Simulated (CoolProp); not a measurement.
Vapour-liquid equilibrium of R22 (1) + R134a (2) at 0.0205 MPa; x and y are mole fractions of (1).

Values from CoolProp's multi-fluid Helmholtz-energy mixture model, Kamei 1995 and Tillner-Roth 1994; pair parameters Bell 2016.

```json
[
 {"x": "0.05", "bubble temperature (°C)": "-57.4", "y at the bubble point": "0.127", "dew temperature at overall composition x (°C)": "-56.5", "liquid density (mol/L)": "14.48"},
 {"x": "0.125", "bubble temperature (°C)": "-59.2", "y at the bubble point": "0.280", "dew temperature at overall composition x (°C)": "-57.4", "liquid density (mol/L)": "14.69"},
 {"x": "0.2", "bubble temperature (°C)": "-60.7", "y at the bubble point": "0.400", "dew temperature at overall composition x (°C)": "-58.2", "liquid density (mol/L)": "14.89"},
 {"x": "0.275", "bubble temperature (°C)": "-62.0", "y at the bubble point": "0.497", "dew temperature at overall composition x (°C)": "-59.1", "liquid density (mol/L)": "15.09"},
 {"x": "0.35", "bubble temperature (°C)": "-63.2", "y at the bubble point": "0.578", "dew temperature at overall composition x (°C)": "-60.1", "liquid density (mol/L)": "15.30"},
 {"x": "0.425", "bubble temperature (°C)": "-64.3", "y at the bubble point": "0.647", "dew temperature at overall composition x (°C)": "-61.1", "liquid density (mol/L)": "15.50"},
 {"x": "0.5", "bubble temperature (°C)": "-65.2", "y at the bubble point": "0.708", "dew temperature at overall composition x (°C)": "-62.1", "liquid density (mol/L)": "15.72"},
 {"x": "0.575", "bubble temperature (°C)": "-66.1", "y at the bubble point": "0.761", "dew temperature at overall composition x (°C)": "-63.2", "liquid density (mol/L)": "15.93"},
 {"x": "0.65", "bubble temperature (°C)": "-66.8", "y at the bubble point": "0.810", "dew temperature at overall composition x (°C)": "-64.3", "liquid density (mol/L)": "16.15"},
 {"x": "0.725", "bubble temperature (°C)": "-67.6", "y at the bubble point": "0.855", "dew temperature at overall composition x (°C)": "-65.5", "liquid density (mol/L)": "16.37"},
 {"x": "0.8", "bubble temperature (°C)": "-68.3", "y at the bubble point": "0.897", "dew temperature at overall composition x (°C)": "-66.7", "liquid density (mol/L)": "16.60"},
 {"x": "0.875", "bubble temperature (°C)": "-68.9", "y at the bubble point": "0.937", "dew temperature at overall composition x (°C)": "-67.9", "liquid density (mol/L)": "16.84"},
 {"x": "0.95", "bubble temperature (°C)": "-69.6", "y at the bubble point": "0.975", "dew temperature at overall composition x (°C)": "-69.2", "liquid density (mol/L)": "17.08"}
]
```

No azeotrope shows between x = 0.05 and 0.95.

The pair parameters rest on a limited set of measurements; away from them the model extrapolates.
